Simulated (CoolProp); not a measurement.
Vapour-liquid equilibrium of dimethyl ether (1) + ethanol (2) at 0.304 bar; x and y are mole fractions of (1).

Model: multi-fluid Helmholtz-energy mixture model, Wu 2011 and Schroeder 2014; pair parameters Bell 2016, in CoolProp.

Question: Give the bubble temperature and the first vapour's composition at x = 0.05, 0.2, 0.35. Is there an azeotrope?

Answer: x = 0.05: 5.7 °C, y = 0.924; x = 0.2: -26.9 °C, y = 0.995; x = 0.35: -36.4 °C, y = 0.998. No azeotrope shows between x = 0.05 and 0.95.

The pair parameters rest on a limited set of measurements; away from them the model extrapolates. With so large a gap from Raoult's law the liquid may split in two, which this calculation doesn't test in full.
